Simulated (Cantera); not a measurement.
Input (Python, Cantera):

```python
import numpy as np
import cantera as ct

gas = ct.Solution("gri30.yaml")
gas.TPX = 1725, 34000, {'CO': 1, 'H2': 0.084, 'O2': 0.63, 'N2': 2.37}
reactor = ct.IdealGasConstPressureReactor(gas, energy="on", clone=False)
net = ct.ReactorNet([reactor])
net.rtol, net.atol = 1e-08, 1e-16
show = ['CO', 'H2', 'O2', 'O', 'HO2', 'H']
times = np.geomspace(3e-06, 0.8, 12)

steps = ct.SolutionArray(gas, extra=["t"])
rows = []
print(f"{'t/s':>10s}{'T/K':>9s}{'P/Pa':>11s}" + "".join(f"{s:>11s}" for s in show))
for t in times:
    while net.time < t:
        t_next = net.step()
        steps.append(gas.state, t=t_next)
    rows.append([np.interp(t, steps.t, y) for y in (steps.T, steps.P, *steps(*show).X.T)])
    print(f"{t:10.3e}{rows[-1][0]:9.1f}{rows[-1][1]:11.4g}" + "".join(f"{x:11.3e}" for x in rows[-1][2:]))
rate = np.gradient(steps.T, steps.t)
print("integrator steps:", len(steps.t))
if steps.T.max() > steps.T[0] + 200:
    print(f"time of steepest temperature rise: {steps.t[rate.argmax()]:.4e} s")
gas.TPX = 1725, 34000, {'CO': 1, 'H2': 0.084, 'O2': 0.63, 'N2': 2.37}
gas.equilibrate("HP")
print(f"equilibrium (HP): T = {gas.T:.1f} K  " + "  ".join(f"{s} {gas[s].X[0]:.3e}" for s in show))
```

It prints:

```
       t/s      T/K       P/Pa         CO         H2         O2          O        HO2          H
 3.000e-06   1725.0    3.4e+04  2.449e-01  2.057e-02  1.543e-01  6.242e-07  1.891e-07  3.183e-07
 9.341e-06   1725.0    3.4e+04  2.449e-01  2.056e-02  1.543e-01  3.516e-06  4.606e-07  2.677e-06
 2.908e-05   1725.1    3.4e+04  2.446e-01  2.012e-02  1.538e-01  2.587e-04  1.986e-06  2.152e-04
 9.056e-05   1789.7    3.4e+04  1.957e-01  1.435e-03  1.024e-01  4.061e-02  4.242e-06  1.475e-02
 2.820e-04   1962.1    3.4e+04  1.498e-01  1.718e-03  7.288e-02  5.734e-02  2.553e-06  2.210e-02
 8.780e-04   2220.7    3.4e+04  1.416e-01  1.933e-03  7.430e-02  4.195e-02  1.701e-06  1.390e-02
 2.734e-03   2550.0    3.4e+04  1.235e-01  1.697e-03  7.090e-02  2.484e-02  1.672e-06  6.509e-03
 8.512e-03   2709.5    3.4e+04  1.101e-01  1.472e-03  6.319e-02  1.674e-02  2.700e-06  4.011e-03
 2.650e-02   2710.5    3.4e+04  1.096e-01  1.472e-03  6.147e-02  1.614e-02  2.680e-06  3.919e-03
 8.252e-02   2710.5    3.4e+04  1.096e-01  1.472e-03  6.145e-02  1.614e-02  2.680e-06  3.918e-03
 2.569e-01   2710.5    3.4e+04  1.096e-01  1.472e-03  6.145e-02  1.614e-02  2.680e-06  3.918e-03
 8.000e-01   2710.5    3.4e+04  1.096e-01  1.472e-03  6.145e-02  1.614e-02  2.680e-06  3.918e-03
integrator steps: 1173
time of steepest temperature rise: 5.7307e-05 s
equilibrium (HP): T = 2710.5 K  CO 1.096e-01  H2 1.472e-03  O2 6.145e-02  O 1.614e-02  HO2 2.680e-06  H 3.918e-03
```

Cantera simulation using GRI-Mech 3.0 (53 species, 325 reactions); the numbers are that mechanism's predictions, not measurements.
